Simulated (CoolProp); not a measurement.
The numbers come from the reference Helmholtz-energy equation of state, Bücker 2006 in CoolProp.

Question: For n-butane, give the phase and the cv (kJ/(kg K)), isothermal compressibility (1/MPa), Prandtl number, fugacity coefficient at -120.25 °C and 12 MPa.

Answer: 
- -120.25 °C and 12 MPa: liquid; cv 1.45, isothermal compressibility 0.000608, Prandtl number 15.9, fugacity coefficient 2.34e-6

Viscosity comes from a separate model (Vogel 1999). Thermal conductivity comes from a separate model (Perkins 2002).
